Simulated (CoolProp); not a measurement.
Vapour-liquid equilibrium of R22 (1) + R113 (2) at -25.65 °C; x and y are mole fractions of (1).

The numbers come from the multi-fluid Helmholtz-energy mixture model, Kamei 1995 and Marx 1992; pair parameters Bell 2016 in CoolProp.

```csv
x,"bubble pressure, mixture model (kPa)","bubble pressure, Raoult's law (kPa)","y, mixture model","y, Raoult's law"
0.05,16.14,13.33,?,0.736
0.2,54.35,42.21,0.943,0.930
0.35,?,71.08,0.971,0.966
0.5,117.0,99.96,0.981,0.981
0.65,140.3,128.8,0.988,0.990
0.8,?,157.7,0.993,0.995
0.95,?,186.6,0.998,0.999
```

Problem. Some entries are withheld; supply them.

Solution. 
- 0.05, y, mixture model: 0.780
- 0.35, bubble pressure, mixture model (kPa): 88.84
- 0.8, bubble pressure, mixture model (kPa): 162.1
- 0.95, bubble pressure, mixture model (kPa): 186.7

The largest gap from Raoult's law is +28.8 % in bubble pressure, at x = 0.2. No azeotrope shows between x = 0.05 and 0.95.

The pair parameters rest on a limited set of measurements; away from them the model extrapolates.
